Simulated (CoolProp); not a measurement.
Hydrogen chloride along the isotherm 630.1 K: fugacity coefficient from the reference equation and from simpler models built on Tc = 324.7 K, pc = 8314 kPa, ω = 0.130; each cubic takes its own stable root.

The numbers come from the reference Helmholtz-energy equation of state, Thol 2018 in CoolProp.

| p (kPa) | phase | reference | van der Waals | Soave-Redlich-Kwong | Peng-Robinson |
|---|---|---|---|---|---|
| 9240 | supercritical | 0.9619 | 0.9499 | 0.9849 | 0.9678 |
| 18500 | supercritical | 0.9324 | 0.9064 | 0.9757 | 0.9442 |
| 27700 | supercritical | 0.9106 | 0.8720 | 0.9724 | 0.9284 |
| 36900 | supercritical | 0.8952 | 0.8480 | 0.9745 | 0.9193 |
| 46200 | supercritical | 0.8852 | 0.8343 | 0.9818 | 0.9159 |
| 55400 | supercritical | 0.8801 | 0.8305 | 0.9936 | 0.9176 |
| 64700 | supercritical | 0.8791 | 0.8350 | 1.010 | 0.9236 |
| 73900 | supercritical | 0.8819 | 0.8463 | 1.030 | 0.9332 |
| 83100 | supercritical | 0.8881 | 0.8637 | 1.053 | 0.9461 |
